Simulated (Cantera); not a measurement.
Feed: 1 mol PbO, 2.3 mol CH4, 0.58 mol N2, equilibrated at 950 °C.

Equilibrium computed with Cantera from the NASA thermochemical tables; the gas is ideal and each condensed phase is pure. Candidate condensed phases: C, C6H6, C7H8, C8H18, H2O, Pb, PbO, PbO2, Pb3O4; 139 gas species. Kinetics and transport are ignored.

At 0.220 bar, list the 4 most abundant gas species with their mole fractions, and the condensed phases.

H2 0.739, CO 0.161, N2 0.0937, Pb 0.00413. Condensed: C(graphite) + Pb(l).
